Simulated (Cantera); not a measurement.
## Adiabatic ignition

An adiabatic, constant-volume homogeneous reactor starts with H2 : O2 : N2 = 1 : 0.357 : 1.34 (molar parts), at 1475 K and 9.87 atm.

Computed with Cantera and GRI-Mech 3.0 (53 species, 325 reactions). The hydrogen kinetics of GRI-Mech 3.0 are dated; newer H2 mechanisms differ, most at raised pressure. Above 3000 K some thermodynamic fits are extrapolated.

| t (s) | T (K) | P (bar) | x H2 | x O2 | x N2O | x H2O2 | x O |
|---|---|---|---|---|---|---|---|
| 6.00e-6 | 3262 | 19.8 | 0.125 | 0.00232 | 9.08e-7 | 1.41e-6 | 0.00282 |
| 2.11e-5 | 3251 | 19.7 | 0.127 | 0.00211 | 1.03e-6 | 1.32e-6 | 0.00261 |
| 7.44e-5 | 3247 | 19.7 | 0.128 | 0.00203 | 1.11e-6 | 1.29e-6 | 0.00254 |
| 0.000262 | 3247 | 19.7 | 0.128 | 0.00203 | 1.11e-6 | 1.29e-6 | 0.00253 |
| 0.000923 | 3247 | 19.7 | 0.128 | 0.00203 | 1.11e-6 | 1.29e-6 | 0.00253 |
| 0.00325 | 3247 | 19.7 | 0.128 | 0.00203 | 1.11e-6 | 1.29e-6 | 0.00253 |
| 0.0114 | 3247 | 19.7 | 0.128 | 0.00203 | 1.11e-6 | 1.29e-6 | 0.00253 |
| 0.0403 | 3247 | 19.7 | 0.128 | 0.00203 | 1.11e-6 | 1.29e-6 | 0.00253 |
| 0.142 | 3247 | 19.7 | 0.128 | 0.00203 | 1.11e-6 | 1.29e-6 | 0.00253 |
| 0.500 | 3247 | 19.7 | 0.128 | 0.00203 | 1.11e-6 | 1.29e-6 | 0.00253 |
x: mole fraction; the columns are a selection and need not sum to one.

```
Item                                                                Result
---------------------------------  ---------------------------------------
time of steepest temperature rise                                  1.61 µs
temperature at 0.500 s                                              3247 K
equilibrium temperature                                             3247 K
x(H2) at 0.500 s                       0.128 (gas-phase equilibrium 0.128)
x(O2) at 0.500 s                   0.00203 (gas-phase equilibrium 0.00203)
x(N2O) at 0.500 s                  1.11e-6 (gas-phase equilibrium 1.11e-6)
```
